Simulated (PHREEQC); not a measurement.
# Silver or lead bath: an equilibrium model

Consider water at 20 °C with 0.029 mol AgNO3 per kg of water. Closed to the air; pH follows from the charge balance.

All values are PHREEQC results (ion-association model, wateq4f.dat), not measurements.

No solid was allowed to form.

**Question.** What pH does the model give?

**Answer.** pH 6.77.

**Question.** In which forms is N present?

**Answer.** NO3- 99 %, AgNO3 1.0 % of the N.
